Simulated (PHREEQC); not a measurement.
Make-up at 35 °C: 0.019 mol NH3, 0.08 mol K2SO4 and 0.00024 mol KH2PO4 per kg of water. Closed to the air; pH follows from the charge balance.

Model: ion-association model, phreeqc.dat, run in PHREEQC.

Precipitation was switched off in this run.

Problem. What pH does the model give?

Solution. pH 10.44.

Problem. In which forms is P present?

Solution. HPO4-2 86 %, PO4-3 7.8 %, KHPO4- 6.5 % of the P.
